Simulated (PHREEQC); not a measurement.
Ca(OH)2 is added in steps, without added water, to 1 kg of water holding 0.013 mol/kgw CuSO4, 0.022 mol/kgw CaCl2 and 9.5e-05 mol/kgw NaCl, at 25 °C. Oxygen is held at 0.21 atm. No CO2 enters from the air. Solids allowed: Gypsum, Portlandite, Cu(OH)2, Brochantite, Antlerite, Atacamite, Halite, Mirabilite, Chalcanthite. Others were left out.

Base run: PHREEQC, ion-association model, wateq4f.dat. Each further column changes one thing. The table gives pH.

```json
[
 {"Ca(OH)2 added (mol)": "0", "base": "4.50", "all activity coefficients set to 1": "4.28", "Debye-Hückel limiting law": "4.69", "metal-ligand complexes left out": "4.40"},
 {"Ca(OH)2 added (mol)": "0.0012", "base": "4.55", "all activity coefficients set to 1": "4.31", "Debye-Hückel limiting law": "4.73", "metal-ligand complexes left out": "4.46"},
 {"Ca(OH)2 added (mol)": "0.0024", "base": "4.61", "all activity coefficients set to 1": "4.36", "Debye-Hückel limiting law": "4.77", "metal-ligand complexes left out": "4.52"},
 {"Ca(OH)2 added (mol)": "0.0036", "base": "4.67", "all activity coefficients set to 1": "___", "Debye-Hückel limiting law": "4.82", "metal-ligand complexes left out": "4.59"},
 {"Ca(OH)2 added (mol)": "0.0048", "base": "4.73", "all activity coefficients set to 1": "4.47", "Debye-Hückel limiting law": "4.89", "metal-ligand complexes left out": "4.68"},
 {"Ca(OH)2 added (mol)": "0.006", "base": "4.81", "all activity coefficients set to 1": "4.55", "Debye-Hückel limiting law": "___", "metal-ligand complexes left out": "4.77"},
 {"Ca(OH)2 added (mol)": "0.0072", "base": "4.92", "all activity coefficients set to 1": "4.66", "Debye-Hückel limiting law": "5.08", "metal-ligand complexes left out": "4.86"},
 {"Ca(OH)2 added (mol)": "0.0088", "base": "5.21", "all activity coefficients set to 1": "___", "Debye-Hückel limiting law": "5.37", "metal-ligand complexes left out": "5.14"},
 {"Ca(OH)2 added (mol)": "0.01", "base": "8.41", "all activity coefficients set to 1": "8.52", "Debye-Hückel limiting law": "8.36", "metal-ligand complexes left out": "8.41"},
 {"Ca(OH)2 added (mol)": "0.0112", "base": "8.44", "all activity coefficients set to 1": "8.55", "Debye-Hückel limiting law": "8.39", "metal-ligand complexes left out": "8.44"},
 {"Ca(OH)2 added (mol)": "0.0124", "base": "8.46", "all activity coefficients set to 1": "___", "Debye-Hückel limiting law": "8.41", "metal-ligand complexes left out": "8.46"},
 {"Ca(OH)2 added (mol)": "0.0136", "base": "10.89", "all activity coefficients set to 1": "10.94", "Debye-Hückel limiting law": "___", "metal-ligand complexes left out": "10.89"},
 {"Ca(OH)2 added (mol)": "0.0148", "base": "11.37", "all activity coefficients set to 1": "11.41", "Debye-Hückel limiting law": "11.34", "metal-ligand complexes left out": "11.37"},
 {"Ca(OH)2 added (mol)": "0.016", "base": "11.59", "all activity coefficients set to 1": "11.63", "Debye-Hückel limiting law": "___", "metal-ligand complexes left out": "11.59"}
]
```

Problem. Fill in the missing entries.

Solution. 
- 0.0036, all activity coefficients set to 1: 4.41
- 0.006, Debye-Hückel limiting law: 4.97
- 0.0088, all activity coefficients set to 1: 4.95
- 0.0124, all activity coefficients set to 1: 8.57
- 0.0136, Debye-Hückel limiting law: 10.86
- 0.016, Debye-Hückel limiting law: 11.56

The database's constant for dissolved Cu(OH)2 is higher than later reviews accept.
